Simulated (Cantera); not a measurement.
Feed: 1 mol trisilylamine, 1.8 mol N2, 71 mol H2, at 1148 K and 13.3 mbar.

Method: chemical equilibrium by Gibbs-energy minimisation in Cantera with the NASA 1993 tables (ideal gas, pure condensed phases). Candidate condensed phases: Si, Si3N4; 18 gas species. The feed counts by its element totals alone. Rates play no part.

Base state: H2 0.996, N2 0.00396 (mole fractions); condensed: Si3N4(s).

Q: What changes in the equilibrium state with this change: temperature from 1148 K to 1700 K?

A: 
| species | before | after |
|---|---|---|
| H2 | 0.996 | 0.969 |
| N2 | 0.00396 | 0.0295 |
| H | 6.19e-7 | 0.00126 |
| Si | <1e-9 | 5.09e-5 |
| SiH2 | <1e-9 | 1.38e-5 |
| Si3N4(s), mol | 1.00 | 0 |
| Si(l), mol | 0 | 2.99 |
Gases not in the tables: Si2H6 and higher silanes.
